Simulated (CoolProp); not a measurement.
Vapour-liquid equilibrium of carbon dioxide (1) + R134a (2) at 264.9 K; x and y are mole fractions of (1).

Values from CoolProp's multi-fluid Helmholtz-energy mixture model, Span 1996 and Tillner-Roth 1994; pair parameters Bell 2016.

```csv
x,bubble pressure (MPa),y at the bubble point,dew pressure at overall composition x (MPa),liquid density (mol/L)
0.05,0.3092,0.321,0.2257,13.26
0.2,0.6405,0.704,(withheld),14.26
0.35,1.013,0.835,0.3218,15.37
0.5,1.396,0.899,0.4078,16.61
0.65,1.781,0.937,0.5563,18.02
0.8,2.180,(withheld),0.8757,19.62
0.95,(withheld),0.991,1.949,21.45
```

Question: What belongs in the gaps?

Answer: 
- 0.2, dew pressure at overall composition x (MPa): 0.2655
- 0.8, y at the bubble point: 0.966
- 0.95, bubble pressure (MPa): 2.620

No azeotrope shows between x = 0.05 and 0.95.

The pair parameters rest on a limited set of measurements; away from them the model extrapolates.
